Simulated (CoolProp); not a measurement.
Properties of R407C along the isobar 0.766 MPa (Tc = 359.3 K, pc = 4.632 MPa, ω = 0.363).

Values from CoolProp's reference Helmholtz-energy equation of state, Lemmon 2003. It is a pseudo-pure fit of the blend.

```csv
T (K),phase,density (kg/m³)
311.3,gas,28.73
324.9,gas,(withheld)
338.4,gas,25.51
351.9,gas,(withheld)
365.5,gas,(withheld)
379,gas,22.09
392.5,gas,(withheld)
406,gas,20.37
419.6,gas,19.61
433.1,gas,(withheld)
446.6,gas,18.28
460.2,gas,17.69
473.7,gas,17.14
```

Question: What belongs in the gaps?

Answer: 
- 324.9, density (kg/m³): 26.98
- 351.9, density (kg/m³): 24.23
- 365.5, density (kg/m³): 23.10
- 392.5, density (kg/m³): 21.19
- 433.1, density (kg/m³): 18.92
